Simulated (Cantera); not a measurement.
A perfectly stirred reactor is fed with H2 : O2 : N2 : H2O = 1 : 0.312 : 2.53 : 0.84 (molar parts), equivalence ratio 1.6, at 1.00 bar; it is adiabatic with a 575 K inlet, and is followed from long to short residence time, starting on the burning branch (τ in s: 0.035, 0.012, 0.0042, 0.0015, 0.00051, 0.00018, 6.2e-05, 2.2e-05, 7.5e-06).

Computed with Cantera and GRI-Mech 3.0 (53 species, 325 reactions).

Task: What does this change do: inlet temperature 575 to 350 K?

Result: 
| quantity | before | after |
|---|---|---|
| blow-out, bracketed by the residence times tried | burning at 0.180 ms, out at 62.0 µs | burning at 0.510 ms, out at 0.180 ms |
| x(H2) at τ = 35.0 ms | 0.0852 | 0.0856 |
| x(O2) at τ = 35.0 ms | 0.000150 | 0.000259 |
| x(H2O) at τ = 35.0 ms | 0.334 | 0.334 |
| x(NO) at τ = 35.0 ms | 7.55e-7 | 2.57e-7 |
| x(OH) at τ = 35.0 ms | 0.000297 | 0.000120 |
| x(H2) at τ = 0.510 ms | 0.0833 | 0.0885 |
| x(O2) at τ = 0.510 ms | 0.00233 | 0.00403 |
| x(H2O) at τ = 0.510 ms | 0.325 | 0.323 |
| x(NO) at τ = 0.510 ms | 2.20e-6 | 7.54e-7 |
| x(OH) at τ = 0.510 ms | 0.00135 | 0.000485 |

Task: What does this change do: H2O 0.84 to 0.53 parts?

Result: 
```
quantity                                                                       before                               after
------------------------------------------------  -----------------------------------  ----------------------------------
blow-out, bracketed by the residence times tried  burning at 0.180 ms, out at 62.0 µs  burning at 62.0 µs, out at 22.0 µs
x(H2) at τ = 35.0 ms                                                           0.0852                              0.0914
x(O2) at τ = 35.0 ms                                                         0.000150                            0.000117
x(H2O) at τ = 35.0 ms                                                           0.334                               0.283
x(NO) at τ = 35.0 ms                                                          7.55e-7                             1.36e-6
x(OH) at τ = 35.0 ms                                                         0.000297                            0.000365
x(H2) at τ = 0.510 ms                                                          0.0833                              0.0873
x(O2) at τ = 0.510 ms                                                         0.00233                             0.00196
x(H2O) at τ = 0.510 ms                                                          0.325                               0.275
x(NO) at τ = 0.510 ms                                                         2.20e-6                             3.88e-6
x(OH) at τ = 0.510 ms                                                         0.00135                             0.00165
```

Task: What does this change do: H2O 0.84 to 1.1 parts?

Result: 
```tsv
quantity	before	after
blow-out, bracketed by the residence times tried	burning at 0.180 ms, out at 62.0 µs	burning at 0.180 ms, out at 62.0 µs
x(H2) at τ = 35.0 ms	0.0852	0.0806
x(O2) at τ = 35.0 ms	0.000150	0.000180
x(H2O) at τ = 35.0 ms	0.334	0.371
x(NO) at τ = 35.0 ms	7.55e-7	4.77e-7
x(OH) at τ = 35.0 ms	0.000297	0.000247
x(H2) at τ = 0.510 ms	0.0833	0.0804
x(O2) at τ = 0.510 ms	0.00233	0.00269
x(H2O) at τ = 0.510 ms	0.325	0.362
x(NO) at τ = 0.510 ms	2.20e-6	1.39e-6
x(OH) at τ = 0.510 ms	0.00135	0.00111
```
